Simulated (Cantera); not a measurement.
Feed: 1 mol Cu2O, 0.92 mol CH4, 0.61 mol H2, held at 1402 °C and 750 Torr.

Method: chemical equilibrium by Gibbs-energy minimisation in Cantera with the NASA 1993 tables (ideal gas, pure condensed phases). Candidate condensed phases: C, C6H6, C7H8, C8H18, Cu, CuO, Cu(OH)2, Cu2O, H2O; 113 gas species. Equilibrium is a limit: real reactors are often held back by kinetics, nucleation or transport.

Base state: H2 0.706, CO 0.270, H2O 0.0213, CO2 0.00246, Cu 0.000114, H 9.75e-5 (mole fractions); condensed: Cu(l).

Problem. What changes in the equilibrium state with this change: pressure from 750 Torr to 8.25 Torr?

Solution. 
```json
[
 {"species": "H2", "before": "0.706", "after": "0.698"},
 {"species": "CO", "before": "0.270", "after": "0.268"},
 {"species": "H2O", "before": "0.0213", "after": "0.0210"},
 {"species": "Cu", "before": "0.000114", "after": "0.0104"},
 {"species": "Cu2", "before": "1.22e-7", "after": "1.11e-5"},
 {"species": "H", "before": "9.75e-5", "after": "0.000925"},
 {"species": "CO2", "before": "0.00246", "after": "0.00244"},
 {"species": "Cu(l), mol", "before": "2.00", "after": "1.96"}
]
```

Problem. What changes in the equilibrium state with this change: H2 from 0.61 to 3.8 mol?

Solution. 
```csv
species,before,after
H2,0.706,0.848
CO,0.270,0.140
H2O,0.0213,0.0116
Cu,0.000114,0.000114
CO2,0.00246,0.000577
H,9.75e-5,0.000107
"Cu(l), mol",2.00,2.00
```
